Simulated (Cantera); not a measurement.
An isothermal, constant-pressure homogeneous reactor starts with 6.54 % H2, 4.67 % O2, 88.8 % N2, equivalence ratio 0.70, at 1250 K and 43000 Pa.

Computed with Cantera and the H2/O2 subset of GRI-Mech 3.0, which has no nitrogen chemistry. The temperature is held fixed by assumption; the heat of reaction is taken as removed at once.

x: mole fraction; the columns are a selection and need not sum to one.

```tsv
t (s)	x H2	x O2	x HO2	x H2O	x H	x OH	x H2O2
0.000400	0.00762	0.0202	___	0.0471	0.0210	0.00176	6.11e-7
0.000937	0.00362	0.0164	___	0.0603	0.00537	0.00110	7.41e-7
0.00220	0.00104	0.0148	___	0.0659	0.000683	0.000535	6.40e-7
0.00515	0.000190	0.0145	___	0.0673	4.75e-5	0.000214	2.90e-7
0.0121	3.14e-5	0.0145	___	0.0676	3.21e-6	8.72e-5	8.78e-8
0.0283	6.18e-6	0.0145	___	0.0676	3.09e-7	4.06e-5	2.57e-8
0.0663	1.58e-6	0.0145	___	0.0676	4.40e-8	2.15e-5	8.33e-9
0.155	5.03e-7	0.0145	___	0.0676	8.43e-9	1.24e-5	3.03e-9
0.364	1.86e-7	0.0145	___	0.0676	1.97e-9	7.67e-6	1.20e-9
0.853	7.82e-8	0.0145	___	0.0676	5.49e-10	4.99e-6	5.26e-10
2.00	4.08e-8	0.0145	___	0.0676	2.07e-10	3.57e-6	2.74e-10
```

### Question
What belongs in the gaps?

### Answer

- 0.000400, x HO2: 4.85e-6
- 0.000937, x HO2: 4.15e-6
- 0.00220, x HO2: 3.37e-6
- 0.00515, x HO2: 1.91e-6
- 0.0121, x HO2: 5.75e-7
- 0.0283, x HO2: 1.41e-7
- 0.0663, x HO2: 3.97e-8
- 0.155, x HO2: 1.33e-8
- 0.364, x HO2: 5.32e-9
- 0.853, x HO2: 2.82e-9
- 2.00, x HO2: 2.16e-9
